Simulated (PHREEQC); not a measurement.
PHREEQC input (Pitzer model, pitzer.dat):

```
SOLUTION 1
  temp 25
  units mol/kgw
  pH 7 charge
  C(4) 0.114
  Na 0.206
  Cl 0.3
  K 0.3
  S(6) 0.019
END
USE solution 1
INCREMENTAL_REACTIONS false
REACTION 1
  H2O -1
  0 9.886 18.011 24.689 30.178 34.689 38.397 41.444
  43.949 46.007 47.699 49.089 50.232 51.172 51.944 52.578
  53.1 53.528 53.88 54.17 54.408 54.603 54.764 54.896
  55.005 55.094 55.168 55.228 moles
EQUILIBRIUM_PHASES 1
  Arcanite 0 0
  Burkeite 0 0
  Glaserite 0 0
  Halite 0 0
  Kalicinite 0 0
  Mirabilite 0 0
  Misenite 0 0
  Nahcolite 0 0
  Natron 0 0
  Sylvite 0 0
  Thenardite 0 0
  Trona 0 0
  CO2(g) -3.4 10
SELECTED_OUTPUT 1
  -reset false
  -pH true
  -pe true
  -ionic_strength true
  -water true
  -activities H2O
  -totals C Cl K Na S
  -molalities H+ Na+ K+ Cl- CO3-2 SO4-2 OH- HCO3- CO2 HSO4-
  -equilibrium_phases Arcanite Burkeite Glaserite Halite Kalicinite Mirabilite Misenite Nahcolite Natron Sylvite
    Thenardite Trona
PRINT
  -reset false
END
```

Selected output (columns that matter, 19 of 28 rows; water left (kg) added in front):

```
water left (kg)	pH	mu	C	Cl	K	Na	S	m_H+	la_H2O	Arcanite	Glaserite	Halite	Sylvite	Trona
1.00006	9.754	0.58205	0.11084	0.29998	0.29998	0.20599	0.018999	2.7385e-10	-0.006354	0	0	0	0	0
0.675656	9.813	0.86851	0.15707	0.44401	0.44401	0.30489	0.028121	2.4531e-10	-0.009273	0	0	0	0	0
0.555383	9.8404	1.0604	0.18727	0.54017	0.54017	0.37092	0.034211	2.3187e-10	-0.011217	0	0	0	0	0
0.456529	9.8667	1.2943	0.22354	0.65713	0.65713	0.45123	0.041618	2.184e-10	-0.013586	0	0	0	0	0
0.308517	9.9168	1.9264	0.31967	0.97239	0.97239	0.66771	0.061585	1.8946e-10	-0.020055	0	0	0	0	0
0.208542	9.9673	2.8633	0.45963	1.4386	1.4386	0.98781	0.091109	1.5482e-10	-0.030022	0	0	0	0	0
0.171486	9.9945	3.4887	0.55237	1.7494	1.7494	1.2013	0.1108	1.3465e-10	-0.037036	0	0	0	0	0
0.14102	10.025	4.2491	0.66498	2.1274	2.1274	1.4608	0.13473	1.1271e-10	-0.046038	0	0	0	0	0
0.0954087	10.1	6.294	0.96934	3.1444	3.1444	2.1591	0.19914	6.6842e-11	-0.073229	0	0	0	0	0
0.064579	10.181	8.4598	1.4204	4.2609	3.9502	3.1899	0.13886	3.961e-11	-0.10932	0.010033	0	0	0.024837	0
0.0531608	10.209	9.1089	1.7214	4.0982	3.768	3.765	0.13726	3.85e-11	-0.11559	0	0.0058517	0	0.082137	0
0.0434471	10.209	9.3842	1.8309	4.0717	3.6236	4.0891	0.13857	3.7632e-11	-0.11895	0	0.0064898	0	0.12309	0.0072831
0.0285862	10.179	9.237	1.7003	4.2527	3.4746	4.1934	0.14595	3.6156e-11	-0.11969	0	0.0074139	0	0.17843	0.026238
0.0185315	10.129	9.0395	1.5037	4.546	3.2461	4.3779	0.15864	3.3891e-11	-0.12154	0	0.0080301	0	0.21576	0.038947
0.0148215	10.092	8.9276	1.3723	4.7591	3.089	4.5248	0.1685	3.2347e-11	-0.12338	0	0.0082513	0	0.22946	0.043561
0.0117618	10.044	8.82	1.2129	5.0408	2.8915	4.7367	0.18248	3.0432e-11	-0.12645	0	0.0084268	0	0.24071	0.047287
0.00719824	9.8885	8.7697	0.80657	5.9352	2.3292	5.5443	0.23551	2.5172e-11	-0.14093	0	0.0086524	0	0.25728	0.052479
0.00418489	9.8247	8.8679	0.67834	6.3034	2.123	5.9328	0.26187	2.3295e-11	-0.14895	0	0.0089521	0.0093616	0.26426	0.054286
0.00308491	9.8247	8.8679	0.67834	6.3034	2.123	5.9328	0.26187	2.3295e-11	-0.14895	0	0.0090961	0.014392	0.26616	0.054737
```

Complexes and solids missing from the database can't appear.
